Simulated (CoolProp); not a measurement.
The numbers come from the reference Helmholtz-energy equation of state, McLinden 2015 in CoolProp.

Task: For the fluoroketone C6F12O (FK-5-1-12), give the phase and the Joule-Thomson coefficient (K/MPa), isothermal compressibility (1/MPa) at -56.25 °C and 0.427 MPa.

Result: 
- -56.25 °C and 0.427 MPa: liquid; Joule-Thomson coefficient -0.338, isothermal compressibility 0.00115
